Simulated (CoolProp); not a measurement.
Properties of benzene along the isotherm 620 K (Tc = 562.0 K, pc = 4.906 MPa, ω = 0.211).

Values from CoolProp's reference Helmholtz-energy equation of state, Thol 2012.

```
p (MPa)          phase  density (kg/m³)  speed of sound (m/s)  Joule-Thomson coefficient (K/MPa)  conductivity (mW/(m K))
-------  -------------  ---------------  --------------------  ---------------------------------  -----------------------
0.0233             gas           0.3535                 263.4                              5.367                     43.2
0.0478             gas           0.7260                 263.1                              5.375                     43.2
0.0981             gas            1.494                 262.5                              5.391                     43.2
0.202              gas            3.092                 261.3                              5.426                     43.3
0.414              gas            6.407                 258.8                              5.499                     43.5
0.85               gas            13.46                 253.6                              5.658                     43.9
1.75               gas            29.20                 242.2                              6.032                     44.8
3.58               gas            67.86                 216.5                              7.019                     47.7
7.36     supercritical            219.2                 161.5                              8.521                     62.7
```

Thermal conductivity comes from a separate model (Assael 2012).
